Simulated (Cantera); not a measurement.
## Premixed flame

A freely propagating, adiabatic, planar premixed flame of 11.6 % CH4, 0.732 % H2, 15.7 % O2, 59.2 % N2, 12.8 % H2O, unburnt at 575 K and 143 Torr; mixture-averaged transport, grid criteria slope 0.08 and curve 0.16, no radiation.

Detailed kinetics in Cantera: GRI-Mech 3.0 (53 species, 325 reactions). Burning velocities carry a grid error of a few per cent, more on coarse grids.

| z (mm) | T (K) | u (m/s) | x CH4 | x H2 | x O2 | x NO | x OH | x C2H |
|---|---|---|---|---|---|---|---|---|
| -10.5 | 576 | 0.500 | 0.115 | 0.0126 | 0.156 | <1e-8 | <1e-8 | <1e-8 |
| -7.01 | 582 | 0.508 | 0.114 | 0.0190 | 0.155 | <1e-8 | <1e-8 | <1e-8 |
| -5.26 | 601 | 0.528 | 0.112 | 0.0264 | 0.153 | 2.86e-8 | <1e-8 | <1e-8 |
| -3.51 | 695 | 0.620 | 0.104 | 0.0392 | 0.145 | 2.11e-7 | 1.91e-7 | <1e-8 |
| -1.75 | 1062 | 0.970 | 0.0720 | 0.0581 | 0.110 | 1.48e-6 | 6.33e-6 | <1e-8 |
| -0.877 | 1378 | 1.28 | 0.0417 | 0.0682 | 0.0721 | 3.05e-6 | 6.86e-5 | <1e-8 |
| 0 | 1664 | 1.56 | 0.0136 | 0.0755 | 0.0314 | 5.73e-6 | 0.000411 | 2.61e-7 |
| 0.877 | 1806 | 1.70 | 0.00275 | 0.0784 | 0.00929 | 9.97e-6 | 0.000899 | 7.36e-7 |
| 1.75 | 1853 | 1.74 | 0.000613 | 0.0803 | 0.00244 | 1.49e-5 | 0.00107 | 5.45e-7 |
| 3.51 | 1875 | 1.76 | 6.53e-5 | 0.0834 | 0.000220 | 2.28e-5 | 0.00104 | 1.60e-7 |
| 7.01 | 1883 | 1.76 | 4.90e-6 | 0.0854 | 4.42e-5 | 3.20e-5 | 0.000928 | 1.89e-8 |
| 14.0 | 1888 | 1.76 | 1.70e-7 | 0.0859 | 3.23e-5 | 4.07e-5 | 0.000818 | <1e-8 |
| 28.1 | 1893 | 1.77 | <1e-8 | 0.0861 | 2.15e-5 | 4.59e-5 | 0.000673 | <1e-8 |
x: mole fraction of selected species; z is measured from the peak of heat release.

```yaml
laminar_burning_velocity: 49.7 cm/s
thermal_thickness: 3.51 mm
peak x(OH): 0.00108
peak x(C2H): 7.40e-7
grid_points: 133
```
